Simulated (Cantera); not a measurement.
An adiabatic, constant-pressure homogeneous reactor starts with 1.58 % CH₄, 0.426 % C₂H₆, 0.332 % C₃H₈, 12.4 % O₂, 73.0 % N₂, 12.3 % CO₂, at 1575 K and 101000 Pa.

Computed with Cantera and GRI-Mech 3.0 (53 species, 325 reactions).

Task: Predict: time of steepest temperature rise; temperature at 2.00 s; equilibrium temperature; x(OH) at 2.00 s.

Result: 
```
Quantity                                                             Value
---------------------------------  ---------------------------------------
time of steepest temperature rise                                  77.3 µs
temperature at 2.00 s                                               2159 K
equilibrium temperature                                             2159 K
x(OH) at 2.00 s                    0.00228 (gas-phase equilibrium 0.00228)
```
